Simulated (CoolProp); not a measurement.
R141b along the isotherm 226.85 °C: density (kg/m³) from the reference equation and from simpler models built on Tc = 204.4 °C, pc = 4212 kPa, ω = 0.220; each cubic takes its own stable root.

Values from CoolProp's reference Helmholtz-energy equation of state, Lemmon 2006. It is a short technical equation, of lower accuracy than the large ones.

```
p (kPa)          phase  reference
-------  -------------  ---------
1620               gas      51.67
3240               gas      124.6
4860     supercritical      272.6
6480     supercritical      597.8
8100     supercritical      699.9
9720     supercritical      750.2
11300    supercritical      783.8
13000    supercritical      811.5
14600    supercritical      832.8
16200    supercritical      851.0
17800    supercritical      867.0
19400    supercritical      881.2
21100    supercritical      894.9
```

**Question.** How far does each simpler model (Redlich-Kwong, Soave-Redlich-Kwong, Peng-Robinson) lie from the reference over these 13 states: mean and median of the absolute difference, and the worst?

**Answer.** 
- Redlich-Kwong: mean 7.2 %, median 7.8 %, worst -12.0 % at 226.85 °C and 8100 kPa
- Soave-Redlich-Kwong: mean 8.6 %, median 8.9 %, worst -15.9 % at 226.85 °C and 6480 kPa
- Peng-Robinson: mean 2.8 %, median 2.3 %, worst -8.8 % at 226.85 °C and 6480 kPa
